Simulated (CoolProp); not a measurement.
The fluid at 412.73 K and 1.96 MPa is throttled through a valve to 0.232 MPa with no heat exchange. The same conditions are run with several fluids, on thermodynamics alone (safety and materials aside).

The numbers come from the reference Helmholtz-energy equation of state of each fluid (chlorine: Thol 2021; C3F8 (R218): Lemmon 2006; R143a: Lemmon and Jacobsen 2000; vinyl chloride: Thol 2022; c-C4F8 (RC318): Platzer 1990) in CoolProp. The equations of Platzer and Polt are older, rougher fits.

```tsv
fluid	temperature change (K)	final density (kg/m³)
chlorine	-25.0	5.17
C3F8 (R218)	-9.4	13.2
R143a	-12.7	5.94
vinyl chloride	-21.5	4.54
c-C4F8 (RC318)	-13.6	14.3
```
